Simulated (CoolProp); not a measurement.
The fluid at 325.4 K and 5.44 MPa is throttled through a valve to 0.451 MPa with no heat exchange. The same conditions are run with several fluids, on thermodynamics alone (safety and materials aside).

Computed with CoolProp (reference Helmholtz-energy equation of state of each fluid (R1132(E): Akasaka 2024; C3F8 (R218): Lemmon 2006; cis-2-butene: Lemmon 2005; ethylbenzene: Zhou 2012; R236EA: Rui 2013)).

**Question.** Rank R1132(E), C3F8 (R218), cis-2-butene, ethylbenzene, R236EA by temperature change (K), highest first.

**Answer.** ethylbenzene (+2.1), cis-2-butene (-1.9), R236EA (-2.6), C3F8 (R218) (-49.6), R1132(E) (-70.0)

```json
[
 {"fluid": "R1132(E)", "final phase": "two-phase, vapour fraction 0.470", "final density (kg/m³)": "31.5"},
 {"fluid": "C3F8 (R218)", "final phase": "two-phase, vapour fraction 0.629", "final density (kg/m³)": "67.7"},
 {"fluid": "cis-2-butene", "final phase": "two-phase, vapour fraction 0.019", "final density (kg/m³)": "288"},
 {"fluid": "ethylbenzene", "final phase": "liquid", "final density (kg/m³)": "837"},
 {"fluid": "R236EA", "final phase": "two-phase, vapour fraction 0.028", "final density (kg/m³)": "591"}
]
```
